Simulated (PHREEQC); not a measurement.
1 kg of water holding 0.071 mol NaHCO3, 0.0066 mol Na2CO3, 0.012 mol Na2SO4, 0.03 mol NaCl and 0.0043 mol KCl is evaporated at 25 °C; the solids stay in contact with the brine. No CO2 enters from the air. The run lets Arcanite, Burkeite, Glaserite, Halite, Kalicinite, Mirabilite, Misenite, Nahcolite, Natron, Sylvite, Thenardite, Trona precipitate or redissolve, and no other solid.

The series has 28 steps of water left (kg), from 1 to 0.004836.

Computed with PHREEQC (Pitzer model, pitzer.dat).

Task: Which solids form, in which order, and at which step of the series does each first stand?

Result: Nahcolite from water left = 0.06418 kg (pH 8.40); Thenardite from water left = 0.008963 kg (pH 9.44); Trona from water left = 0.008963 kg (pH 9.44); Halite from water left = 0.005932 kg (pH 9.36).
